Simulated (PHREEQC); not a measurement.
Ca(OH)2 is added in steps, without added water, to 1 kg of water holding 0.025 mol NH3 and 0.00011 mol KH2PO4, at 25 °C. Oxygen alone is held at its pressure in air (log pO2 = -0.68). The system is closed to CO2. Only these solids could form: Portlandite, Hydroxyapatite.

Base run: PHREEQC, ion-association model, wateq4f.dat. Each further column changes one thing. The table gives pH.

| Ca(OH)2 added (mol) | base | KH2PO4 from 0.00011 to 1.1e-05 mol/kgw | 0.013 mol/kgw H3PO4 added | temperature from 25 to 65 °C | no solid may form |
|---|---|---|---|---|---|
| 0 | 10.78 | 10.81 | 7.78 | 9.70 | 10.78 |
| 0.0002375 | 10.89 | 10.96 | 7.83 | 9.81 | 10.90 |
| 0.0004156 | 10.99 | 11.06 | 7.87 | 9.92 | 11.00 |
| 0.0006531 | 11.12 | 11.17 | 7.93 | 10.04 | 11.13 |
| 0.0008312 | 11.20 | 11.25 | 7.97 | 10.12 | 11.21 |
| 0.001069 | 11.29 | 11.33 | 8.03 | 10.22 | 11.30 |
| 0.001247 | 11.35 | 11.39 | 8.07 | 10.28 | 11.36 |
| 0.001484 | 11.42 | 11.45 | 8.12 | 10.35 | 11.43 |
| 0.001662 | 11.47 | 11.50 | 8.17 | 10.39 | 11.47 |
| 0.0019 | 11.52 | 11.55 | 8.22 | 10.45 | 11.53 |

H3PO4, which wateq4f.dat lacks, is added to it with the constant of phreeqc.dat. Constants without temperature data keep their 25 °C values here. In at least one series the solution becomes supersaturated in solids that the run did not let form, among them Hydroxyapatite.
